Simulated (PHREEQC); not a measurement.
0.13 g of hydrous ferric oxide (600 m²/g; 0.2 weak and 0.005 strong sites per Fe, Dzombak-Morel constants, diffuse double layer) in 1 kg of water with 0.001 mol/kgw of an inert sodium salt and 8.3e-06 mol CuCl2 and 3.9e-07 mol SrCl2, at 25 °C; the pH is set by adding NaOH or the inert anion's acid. O2 is buffered at 0.21 atm. The system is closed to CO2. Precipitation was switched off in this run.

The series has 17 steps of pH, from 4 to 12.

Equilibrium calculation in PHREEQC: ion-association model, wateq4f.dat.

**Question.** Near which pH is half of the Cu sorbed, and on which side is more sorbed?

**Answer.** Near pH 5.2, with more sorbed at higher pH.

**Question.** Near which pH is half of the Sr sorbed, and on which side is more sorbed?

**Answer.** Near pH 8.6, with more sorbed at higher pH.

Complexes and solids missing from the database can't appear. The database's constant for dissolved Cu(OH)2 is higher than later reviews accept.
